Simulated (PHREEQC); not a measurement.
## Brine: an equilibrium model

Consider water at 25 °C with 0.071 mol/kgw LiCl and 0.11 mol/kgw K2SO4. Closed to the air; pH follows from the charge balance.

Equilibrium calculation in PHREEQC: ion-association model, phreeqc.dat.

No solid was allowed to form.

**Question.** What ionic strength, activity of water, density does the model give?

**Answer.** ionic strength 0.341 mol/kgw; activity of water 0.992; density 1.014 g/cm³.

**Question.** In which forms is K present?

**Answer.** K+ 89 %, KSO4- 11 % of the K.

Complexes and solids missing from the database can't appear.
